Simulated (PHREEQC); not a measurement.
0.62 g of hydrous ferric oxide (600 m²/g; 0.2 weak and 0.005 strong sites per Fe, Dzombak-Morel constants, diffuse double layer) in 1 kg of water with 0.05 mol/kgw of an inert sodium salt and 2.7e-06 mol/kgw CaCl2, at 25 °C; the pH is set by adding NaOH or the inert anion's acid. Oxygen alone is held at its pressure in air (log pO2 = -0.68). CO2 from the air is kept out. Nothing may precipitate in this run.

The series has 17 steps of pH, from 3 to 9.

All values are PHREEQC results (ion-association model, wateq4f.dat), not measurements.

**Question.** Near which pH is half of the Ca sorbed, and on which side is more sorbed?

**Answer.** Near pH 8.1, with more sorbed at higher pH.

The oxide is taken as insoluble; below pH 4 it would dissolve.
